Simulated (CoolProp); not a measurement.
A single-stage vapour-compression cycle with R1224YDZ: evaporating at 324.15 K (dew point), condensing at 385.15 K (bubble point), superheat 2 K, subcooling 8 K, compressor efficiency 0.9, no pressure losses. Each further row changes one setting.

Values from CoolProp's reference Helmholtz-energy equation of state, Akasaka 2023.

| case | cooling COP | pressure ratio | discharge temperature (K) | refrigerating effect (kJ/kg) | volumetric capacity (kJ/m³) |
|---|---|---|---|---|---|
| as stated | 3.31 | 4.37 | 385.2 | 84.3 | 1750 |
| evaporating temperature 329.15 K | 3.80 | 3.78 | 385.2 | 87.5 | 2100 |
| condensing temperature 380.15 K | 3.82 | 3.94 | 380.1 | 91.1 | 1900 |
| subcooling 13 K | 3.58 | 4.37 | 385.2 | 91.2 | 1900 |
| superheat 12 K | 3.44 | 4.37 | 387.0 | 93.3 | 1860 |
| compressor efficiency 0.8 | 2.94 | 4.37 | 385.2 | 84.3 | 1750 |

The compression ends wet for: as stated; evaporating temperature 329.15 K; condensing temperature 380.15 K; subcooling 13 K; compressor efficiency 0.8.
